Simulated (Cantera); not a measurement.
Ignition delay

Mixture: CH₄ : CO : O₂ : N₂ : H₂O = 1 : 0.31 : 4.14 : 15.6 : 0.11 (molar parts), equivalence ratio 0.52, at 2.10 bar, adiabatic and at constant volume. Ignition delay is the time to a rise of 400 K.

Cantera simulation using GRI-Mech 3.0 (53 species, 325 reactions); the numbers are that mechanism's predictions, not measurements.

```csv
T0 (K),delay (ms)
1100,81.9
1200,17.8
1300,4.60
1400,1.40
1500,0.499
1600,0.208
1700,0.0993
1800,0.0525
```

```
Item                                                     Value
--------------------------------------------------  ----------
apparent activation energy between 1600 and 1800 K  170 kJ/mol
```
